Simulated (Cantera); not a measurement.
## Ignition delay

Mixture: 6.03 % CH₄, 19.8 % O₂, 74.2 % N₂, equivalence ratio 0.61, at 1.50 bar, adiabatic and at constant volume. Ignition delay is the time to a rise of 400 K.

Model: GRI-Mech 3.0 (53 species, 325 reactions), integrated in Cantera.

```json
[
 {"T0 (K)": "1200", "delay (ms)": "23.9"},
 {"T0 (K)": "1275", "delay (ms)": "8.68"},
 {"T0 (K)": "1350", "delay (ms)": "3.42"},
 {"T0 (K)": "1425", "delay (ms)": "1.47"},
 {"T0 (K)": "1500", "delay (ms)": "0.686"},
 {"T0 (K)": "1575", "delay (ms)": "0.350"},
 {"T0 (K)": "1650", "delay (ms)": "0.193"}
]
```

The apparent activation energy between 1500 and 1650 K is 170 kJ/mol.
